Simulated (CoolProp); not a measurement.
A single-stage vapour-compression cycle with the fluid: evaporating at 292.15 K (dew point), condensing at 362.15 K (bubble point), superheat 0 K, subcooling 2 K, compressor efficiency 0.75, no pressure losses. The same conditions are run with several fluids, on thermodynamics alone (safety and materials aside).

The numbers come from the reference Helmholtz-energy equation of state of each fluid (n-perfluoropentane: Gao 2022; R114: Platzer 1990; carbonyl sulfide: Lemmon 2006; R11: Jacobsen 1992; vinyl chloride: Thol 2022; isohexane: Lemmon 2006) in CoolProp. The equations of Platzer and Polt are older, rougher fits.

Question: Rank n-perfluoropentane, R114, carbonyl sulfide, R11, vinyl chloride, isohexane by cooling COP, highest first.

Answer: R11 (2.43), vinyl chloride (2.35), isohexane (2.14), carbonyl sulfide (1.92), R114 (1.84), n-perfluoropentane (0.954)

```tsv
fluid	pressure ratio	discharge temperature (K)	refrigerating effect (kJ/kg)	volumetric capacity (kJ/m³)
n-perfluoropentane	8.72	362.1	18.3	155
R114	6.43	362.2	59.1	777
carbonyl sulfide	4.35	422.9	144	4620
R11	7.56	384.2	121	603
vinyl chloride	5.68	406.5	217	1970
isohexane	10.6	362.2	189	150
```

The compression ends wet for: n-perfluoropentane; R114; isohexane.
